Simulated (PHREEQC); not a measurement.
NaOH is added in steps, without added water, to 1 kg of water holding 0.0092 mol/kgw H2SO4, 0.00012 mol/kgw K2SO4 and 0.00017 mol/kgw CuSO4, at 25 °C. Oxygen is held at 0.21 atm. The system is closed to CO2. The run lets Cu(OH)2, Brochantite, Antlerite, Mirabilite, Chalcanthite precipitate or redissolve, and no other solid.

Base run: PHREEQC, ion-association model, wateq4f.dat. Each further column changes one thing. The table gives HSO4- (mol/kgw).

```tsv
NaOH added (mol)	base	CuSO4 replaced by NH4HSO4 at the same molality	temperature from 25 to 70 °C	no solid may form
0	0.00425	[?]	[?]	0.00425
0.003	0.00376	0.00380	[?]	0.00376
0.006	0.00320	[?]	0.00521	0.00320
0.009	0.00257	[?]	0.00432	0.00257
0.012	0.00185	0.00190	0.00320	0.00185
0.015	0.00104	[?]	0.00184	0.00104
0.018	0.000130	[?]	0.000232	0.000130
0.021	2.86e-12	2.86e-12	1.31e-10	2.86e-12
0.024	1.21e-12	1.21e-12	5.53e-11	1.21e-12
```

Task: What belongs in the gaps?

Result: 
- 0, CuSO4 replaced by NH4HSO4 at the same molality: 0.00429
- 0, temperature from 25 to 70 °C: 0.00645
- 0.003, temperature from 25 to 70 °C: 0.00590
- 0.006, CuSO4 replaced by NH4HSO4 at the same molality: 0.00324
- 0.009, CuSO4 replaced by NH4HSO4 at the same molality: 0.00261
- 0.015, CuSO4 replaced by NH4HSO4 at the same molality: 0.00109
- 0.018, CuSO4 replaced by NH4HSO4 at the same molality: 0.000185

The database's constant for dissolved Cu(OH)2 is higher than later reviews accept.  Away from 25 °C the constants follow the database's enthalpies or fits; those with neither stay at their 25 °C values. In at least one series the solution becomes supersaturated in solids that the run did not let form, among them Cu(OH)2, Brochantite, Antlerite. Solids allowed in the column 'CuSO4 replaced by NH4HSO4 at the same molality': Mirabilite.
